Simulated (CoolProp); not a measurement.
Saturation properties of tetrahydrofuran.

Model: reference Helmholtz-energy equation of state, Fiedler 2023, in CoolProp.

```csv
T (K),p (kPa),enthalpy of vaporisation (kJ/kg),vapour Z
409.2,634.2,357.2,0.8919
420.5,800.0,345.8,0.8721
431.8,…,333.5,0.8500
443.1,…,320.4,0.8254
454.4,1493,306.2,0.7979
465.7,1801,…,…
477,2155,273.3,0.7324
488.3,…,253.8,0.6930
499.6,…,231.2,0.6472
510.9,…,…,0.5924
```

What belongs in the gaps?


- 431.8, p (kPa): 996.2
- 443.1, p (kPa): 1226
- 465.7, enthalpy of vaporisation (kJ/kg): 290.6
- 465.7, vapour Z: 0.7671
- 488.3, p (kPa): 2559
- 499.6, p (kPa): 3020
- 510.9, p (kPa): 3544
- 510.9, enthalpy of vaporisation (kJ/kg): 203.8

It boils at 339.1 K under 1 atm.
